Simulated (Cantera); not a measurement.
Predominance diagram of Ba at 1725 K against the partial pressures of O2 and H2O (log10, bar). Source: NASA polynomial tables (part measured, part estimated), evaluated in Cantera. Candidates: Ba(l), BaO(s), Ba(OH)2(l). Only these pure phases compete in this equilibrium. Not in the tables: the peroxide.

```
log p(H2O) \ log p(O2)
        columns: -11, -10.4, -9.7, -9.1, -8.4, -7.8, -7.1, -6.5, -5.8, -5.2, -4.5, -3.9, -3.2, -2.6, -1.9, -1.3, -0.6, 0
      1  A A A B B B B B B B B B B B B B B B
    0.1  A C C C C C C C C C C C C C C C C C
   -0.8  C C C C C C C C C C C C C C C C C C
   -1.7  C C C C C C C C C C C C C C C C C C
   -2.6  C C C C C C C C C C C C C C C C C C
   -3.5  C C C C C C C C C C C C C C C C C C
   -4.5  C C C C C C C C C C C C C C C C C C
   -5.4  C C C C C C C C C C C C C C C C C C
   -6.3  C C C C C C C C C C C C C C C C C C
   -7.2  C C C C C C C C C C C C C C C C C C
   -8.1  C C C C C C C C C C C C C C C C C C
     -9  C C C C C C C C C C C C C C C C C C
```

A: out of reach (another gas would pass 10 bar, or a non-metal would condense); B: Ba(OH)2(l); C: BaO(s).
